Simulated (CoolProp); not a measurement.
The numbers come from the reference Helmholtz-energy equation of state, McLinden 2015 in CoolProp.

Question: Give the vapour pressure (MPa), liquid density (kg/m³), vapour density (kg/m³), enthalpy of vaporisation (kJ/kg) of saturated the fluoroketone C6F12O (FK-5-1-12) at 30.15, 65.35, 126.85 °C.

Answer: 
```csv
T (°C),p (MPa),liquid density (kg/m³),vapour density (kg/m³),enthalpy of vaporisation (kJ/kg)
30.15,0.0500,1590,6.52,93.4
65.35,0.173,1470,21.4,82.9
126.85,0.825,1210,110,57.7
```
